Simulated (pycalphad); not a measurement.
CALPHAD calculation (pycalphad, COST 507 light-alloy database (1999)), 1 atm. The data set is of 1999 and partly superseded. Amounts are mole fractions of atoms. Kinetics are ignored, which matters at the lower temperatures.

Task: Give the equilibrium state of Ti-2Si (at.%) at 377 °C.

Result: 
```
T = 650.00 K, P = 101325 Pa, N = 1 mol of atoms
G = -27904 J/mol, H = 5701 J/mol, S = 51.70 J/(mol K)  (SER reference)
chemical potentials (J/mol): Ti -24117, Si -213490
phase             fraction      x(Ti)      x(Si)
HCP_A3              0.9317     0.9969     0.0031
SITI3               0.0683     0.7500     0.2500
```

Task: Give the equilibrium state of Ti-2Si (at.%) at 977 °C.

Result: 
```
T = 1250.00 K, P = 101325 Pa, N = 1 mol of atoms
G = -66110 J/mol, H = 29191 J/mol, S = 76.24 J/(mol K)  (SER reference)
chemical potentials (J/mol): Ti -62612, Si -237491
phase             fraction      x(Ti)      x(Si)
BCC_A2              0.9956     0.9810     0.0190
SITI3               0.0044     0.7500     0.2500
```

Database names, with the compositions (at.%) that they take in these runs: SITI3: Ti 75 Si 25. BCC_A2 is bcc; HCP_A3 is hcp.
